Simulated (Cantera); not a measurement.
Feed: 1 mol SiH4, a varied amount of N2O, 5.6 mol N2, at 627 °C and 13.3 mbar.

Equilibrium computed with Cantera from the NASA thermochemical tables; the gas is ideal and each condensed phase is pure. Candidate condensed phases: H2O, Si, SiO2, Si2N2O, Si3N4; 35 gas species. Rates play no part.

log p: log10 of the partial pressure in bar; n: condensed amount in mol.

```csv
n(N2O) (mol),log p N2,log p O2,log p H2O,log p H2,log p NO,log p NH3,log p NO2,n SiO2(β-quartz)
2.7,-1.97,<-13,-3.04,-2.77,<-13,-8.06,<-13,1.00
3.1,-1.96,<-13,-2.86,-2.95,<-13,-8.32,<-13,1.00
3.7,-1.96,<-13,-2.70,-3.45,<-13,-9.07,<-13,1.00
4.3,-1.96,[?],-2.66,[?],[?],<-13,[?],1.00
5,-1.97,-3.29,-2.69,-12.54,-7.27,<-13,-9.51,1.00
5.9,-1.97,-3.06,-2.73,-12.70,-7.16,<-13,-9.28,1.00
6.9,-1.98,-2.92,-2.78,-12.81,-7.09,<-13,-9.14,1.00
8.1,-1.99,-2.81,-2.82,-12.91,-7.04,<-13,-9.04,1.00
9.5,-1.99,-2.73,-2.87,-13.00,-7.01,<-13,-8.97,1.00
11,-2.00,-2.68,-2.92,[?],-6.98,<-13,[?],1.00
13,-2.01,-2.62,-2.97,-13.16,-6.96,<-13,-8.86,1.00
```

### Question
What belongs in the gaps?

### Answer

- 11, log p H2: -13.08
- 11, log p NO2: -8.91
- 4.3, log p O2: -3.78
- 4.3, log p H2: -12.26
- 4.3, log p NO: -7.51
- 4.3, log p NO2: -10.00
